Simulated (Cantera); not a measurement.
A closed system holds: 1 mol Si3N4, 3.9 mol F2, 70 mol H2.

Equilibrium computed with Cantera from the NASA thermochemical tables; the gas is ideal and each condensed phase is pure. Candidate condensed phases: Si, Si3N4; 37 gas species. Mutual solubility and eutectic melting of coexisting phases are not modelled. The tables' values for SiF2, SiF3 are old estimates. Rates play no part.

Stable condensed phases, one row left out:

```
T in K \ P in Pa
              1    3.2     10     32    100    320   1000   3200  10000  32000 100000
   1673       A      A      A      A      A      B      B      B      C      C      C
   1598       A      A      A      A      B      B      B      C      C      C      C
   1523       A      A      A      B      B      D      C      C      C      C      C
   1373       B      B      B      C      C      C      C      C      C      C      C
   1298       B      C      C      C      C      C      C      C      C      C      C
   1223       C      C      C      C      C      C      C      C      C      C      C
   1148       C      C      C      C      C      C      C      C      C      C      C
   1073       C      C      C      C      C      C      C      C      C      C      C
    998       C      C      C      C      C      C      C      C      C      C      C
    923       C      C      C      C      C      C      C      C      C      C      C
    848       C      C      C      C      C      C      C      C      C      C      C
    773       C      C      C      C      C      C      C      C      C      C      C
```

A: gas only; B: Si; C: Si3N4; D: Si + Si3N4.

Problem. Give the row for 1448 K.

Solution. 1: gas only; 3.2: Si; 10: Si; 32: Si; 100: Si3N4; 320: Si3N4; 1000: Si3N4; 3200: Si3N4; 10000: Si3N4; 32000: Si3N4; 100000: Si3N4.
